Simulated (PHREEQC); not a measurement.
Make-up at 25 °C: 0.27 mol NaH2PO4, 0.00082 mol H2SO4 and 0.00028 mol NiSO4 per kg of water. Closed to the air; pH follows from the charge balance.

Equilibrium calculation in PHREEQC: ion-association model, wateq4f.dat.

```json
{
 "pH": "4.09",
 "ionic_strength": "0.272 mol/kgw",
 "activity_of_water": "0.991",
 "total_alkalinity": "-1.64 meq/kg"
}
```

| species | molality | activity | log γ |
|---|---|---|---|
| Na+ | 0.270 | 0.197 | -0.137 |
| H2PO4- | 0.267 | 0.194 | -0.138 |
| H3PO4 | 0.00217 | 0.00231 | 0.027 |
| SO4-2 | 0.000809 | 0.000211 | -0.584 |
| HPO4-2 | 0.000559 | 0.000149 | -0.573 |
| NaSO4- | 0.000286 | 0.000208 | -0.138 |
| Ni+2 | 0.000277 | 8.12e-5 | -0.533 |
| H+ | 0.000103 | 8.08e-5 | -0.105 |
| NaHPO4- | 7.87e-5 | 5.72e-5 | -0.138 |
| NiSO4 | 3.14e-6 | 3.34e-6 | 0.027 |
| HSO4- | 2.34e-6 | 1.66e-6 | -0.150 |

This is a speciation only: nothing precipitates in the calculation. H3PO4, which wateq4f.dat lacks, is added to it with the constant of phreeqc.dat. The database has no phosphate complexes of Ni.
